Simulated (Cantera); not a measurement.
Cantera run, input and output.

```python
import numpy as np
import cantera as ct

gas = ct.Solution("h2o2.yaml")
gas.TPX = 300, 310000, {'H2': 1, 'O2': 0.179, 'N2': 0.671}
flame = ct.FreeFlame(gas, width=0.018)
flame.set_refine_criteria(ratio=3, slope=0.08, curve=0.16)
flame.transport_model = "mixture-averaged"
flame.solve(loglevel=0, auto=True)
z, T = flame.grid, flame.T
thick = (T[-1] - T[0]) / np.gradient(T, z).max()
show = ['H2', 'O2', 'O', 'H', 'HO2', 'OH']
print(f"laminar burning velocity  {flame.velocity[0] * 100:.3f} cm/s")
print(f"burnt temperature         {T[-1]:.1f} K")
print(f"thermal thickness         {thick * 1e3:.4f} mm")
print(f"grid points               {len(z)}")
z0 = z[flame.heat_release_rate.argmax()]
print(f"{'z/mm':>9s}{'T/K':>9s}{'u/(m/s)':>9s}" + "".join(f"{s:>11s}" for s in show))
rows = []
for k in (-3, -2, -1.5, -1, -0.5, -0.25, 0, 0.25, 0.5, 1, 2, 4, 8):
    zz = z0 + k * thick
    rows.append([k * thick, np.interp(zz, z, T), np.interp(zz, z, flame.velocity),
                 *(np.interp(zz, z, flame.X[gas.species_index(s)]) for s in show)])
    print(f"{rows[-1][0] * 1e3:9.3f}{rows[-1][1]:9.1f}{rows[-1][2]:9.3f}" + "".join(f"{x:11.3e}" for x in rows[-1][3:]))
```

It prints:

```
laminar burning velocity  223.986 cm/s
burnt temperature         1830.5 K
thermal thickness         0.0935 mm
grid points               114
     z/mm      T/K  u/(m/s)         H2         O2          O          H        HO2         OH
   -0.280    300.0    2.240  5.405e-01  9.676e-02  1.515e-11  3.441e-16  1.404e-10  2.151e-14
   -0.187    300.1    2.240  5.405e-01  9.677e-02  2.443e-10  9.078e-15  3.891e-09  7.637e-13
   -0.140    300.5    2.243  5.403e-01  9.680e-02  2.202e-09  2.324e-13  5.490e-08  2.446e-11
   -0.093    305.6    2.275  5.390e-01  9.711e-02  3.677e-08  6.302e-11  1.866e-06  5.786e-09
   -0.047    415.2    3.006  5.222e-01  9.873e-02  3.793e-06  8.118e-06  3.300e-04  1.866e-05
   -0.023    730.4    5.118  4.887e-01  8.927e-02  9.199e-05  1.643e-03  5.825e-04  4.489e-04
    0.000   1084.2    7.452  4.452e-01  6.635e-02  4.023e-04  9.762e-03  2.403e-04  5.449e-04
    0.023   1331.3    9.106  4.044e-01  3.797e-02  6.955e-04  2.131e-02  1.128e-04  7.843e-04
    0.047   1472.4   10.070  3.783e-01  1.717e-02  5.263e-04  2.902e-02  4.796e-05  8.540e-04
    0.093   1590.1   10.860  3.632e-01  2.788e-03  1.405e-04  3.075e-02  7.320e-06  7.599e-04
    0.187   1668.7   11.350  3.652e-01  1.551e-04  3.884e-05  2.396e-02  3.882e-07  6.627e-04
    0.374   1731.5   11.727  3.706e-01  6.249e-06  1.718e-05  1.579e-02  2.262e-08  5.075e-04
    0.748   1776.1   11.989  3.749e-01  1.807e-06  6.646e-06  9.462e-03  8.171e-09  3.368e-04
```

Model: the H2/O2 subset of GRI-Mech 3.0, which has no nitrogen chemistry, integrated in Cantera. The hydrogen kinetics of GRI-Mech 3.0 are dated; newer H2 mechanisms differ, most at raised pressure. Burning velocities carry a grid error of a few per cent, more on coarse grids.
